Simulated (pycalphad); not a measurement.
An equivalent pycalphad script:

```python
from pycalphad import Database, equilibrium, calculate, variables as v
import numpy as np
db = Database('COST507.tdb')
comps = ['MG', 'SI', 'AL', 'CU', 'VA']
phases = ['ALCU_DELTA', 'ALCU_EPSILON', 'ALCU_ETA', 'ALCU_PRIME', 'ALCU_THETA', 'ALCU_ZETA', 'ALMG_BETA', 'ALMG_EPS', 'ALMG_GAMMA', 'BCC_A2', 'CU19SI6_ETA', 'CU33SI7_DELTA', 'CU4SI_EPSILON', 'CU56SI11_GAMMA', 'CUMG2', 'CUMGSI_SIGMA', 'CUMGSI_TAU', 'DIAMOND_A4', 'FCC_A1', 'GAMMA_D83', 'GAMMA_H', 'HCP_A3', 'LAVES_C15', 'LAVES_C36', 'LIQUID', 'MG2SI', 'QPHASE', 'SPHASE', 'TAU', 'VPHASE']
eq = equilibrium(db, comps, phases, {v.X('SI'): 0.025, v.X('AL'): 0.0285, v.X('CU'): 0.0324, v.T: np.arange(1650, 349, -25), v.P: 101325, v.N: 1}, output=['HM', 'SM'])
```

Computed with pycalphad from the COST 507 light-alloy database (1999), at 1 atm. No gas phase is included, though pure Mg would boil below 1377 °C. The data set is of 1999 and partly superseded. Not assessed as a whole: an extrapolation from subsystems, which can miss ternary compounds. Phase fractions are per mole of atoms. Diffusion is slow at the low end, where real alloys seldom reach equilibrium.

Results at three of the temperatures:

```
T = 1600.00 K, P = 101325 Pa, N = 1 mol of atoms
G = -103326 J/mol, H = 47546 J/mol, S = 94.29 J/(mol K)  (SER reference)
chemical potentials (J/mol): Mg -99028, Si -148256, Al -135221, Cu -161859
phase             fraction      x(Mg)      x(Si)      x(Al)      x(Cu)
LIQUID              1.0000     0.9141     0.0250     0.0285     0.0324
```

```
T = 800.00 K, P = 101325 Pa, N = 1 mol of atoms
G = -36646 J/mol, H = 13939 J/mol, S = 63.23 J/(mol K)  (SER reference)
chemical potentials (J/mol): Mg -33828, Si -78527, Al -52904, Cu -69512
phase             fraction      x(Mg)      x(Si)      x(Al)      x(Cu)
HCP_A3              0.6229     0.9895   3.75e-06     0.0103   0.000203
LIQUID              0.3132     0.8146     0.0118     0.0705     0.1030
MG2SI               0.0639     0.6667     0.3333       none       none
```

```
T = 375.00 K, P = 101325 Pa, N = 1 mol of atoms
G = -15538 J/mol, H = -1326 J/mol, S = 37.90 J/(mol K)  (SER reference)
chemical potentials (J/mol): Mg -12483, Si -69403, Al -31751, Cu -45914
phase             fraction      x(Mg)      x(Si)      x(Al)      x(Cu)
HCP_A3              0.8337     0.9999   3.34e-14   7.26e-05   1.98e-08
LAVES_C36           0.0913     0.3333       none     0.3116     0.3550
MG2SI               0.0750     0.6667     0.3333       none       none
```

Changes of the phase set, refined by bisection:

```csv
T (°C),phases above,phases below
658.9,liquid,liquid + MG2SI
599.3,liquid + MG2SI,hcp + liquid + MG2SI
521.1,hcp + liquid + MG2SI,hcp + LAVES_C15 + liquid + MG2SI
520.7,hcp + LAVES_C15 + liquid + MG2SI,hcp + LAVES_C15 + MG2SI
357.9,hcp + LAVES_C15 + MG2SI,hcp + LAVES_C15 + LAVES_C36 + MG2SI
254.6,hcp + LAVES_C15 + LAVES_C36 + MG2SI,hcp + LAVES_C36 + MG2SI
```

Database names, with the compositions (at.%) that they take in these runs: MG2SI: Mg 67 Si 33; LAVES_C15: Cu 39 Mg 33 Al 26-28; LAVES_C36: Cu 35 Mg 33 Al 31. HCP_A3 is hcp. An entry "none" or "no" means that the model of the phase leaves that element out.
